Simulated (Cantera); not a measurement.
Input: 1 mol C, 0.015 mol O2, held at 2650 K.

These are equilibrium values from Cantera (NASA tables, ideal gas, pure condensed phases), not measurements of a reactor. Candidate condensed phases: C; 12 gas species. The ideal-gas law is rough above about 30 bar. Rates play no part.

x: gas mole fraction; n: condensed amount in mol.

```tsv
P (Pa)	x CO	x C3	x C	x C2	n C(graphite)
10	0.939	0.0447	0.0116	0.00424	0.965
160	0.996	___	___	___	0.970
2500	1.000	0.000179	4.65e-5	1.70e-5	0.970
40000	1.000	___	___	___	0.970
630000	1.000	7.10e-7	1.85e-7	6.73e-8	0.970
10000000	1.000	4.47e-8	1.16e-8	4.24e-9	0.970
```

Q: Fill in the missing entries.

A: 
- 160, x C3: 0.00280
- 160, x C: 0.000727
- 160, x C2: 0.000265
- 40000, x C3: 1.12e-5
- 40000, x C: 2.91e-6
- 40000, x C2: 1.06e-6
